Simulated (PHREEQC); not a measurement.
A solution holds 41 mmol/kgw HF, 6.9 mmol/kgw NaF, 0.2 mmol/kgw H4SiO4 and 0.071 mmol/kgw H3PO4, at 30 °C and 300 atm. Closed to the air; pH follows from the charge balance.

Equilibrium calculation in PHREEQC: ion-association model, phreeqc.dat.

| quantity | before | after |
|---|---|---|
| pH | 2.49 | 2.88 |
| ionic strength (mol/kgw) | 0.0106 | 0.00853 |
| HF (mol/kgw) | 0.0356 | 0.0378 |
| F- (mol/kgw) | 0.00884 | 0.00690 |
| HF2- (mol/kgw) | 0.00112 | 0.000975 |
| H2PO4- (mol/kgw) | 5.12e-5 | 5.56e-5 |
| SI of Quartz (SiO2) | -7.08 | -3.66 |

### Question
Which change was made?
(A) diluted 2-fold with water
(B) HF left out
(C) temperature from 30 to 90 °C
(D) NaF left out
(E) H4SiO4 replaced by (NH4)2SiF6 at the same molality

### Answer
C, temperature from 30 to 90 °C

No solid was allowed to form. Under pressure, the constants of complexes without a molar volume in the database are unreliable. At this temperature some constants are extrapolated from 25 °C, and those without enthalpy data are left unchanged. SiF6-2 is the database's only silicon fluoride.
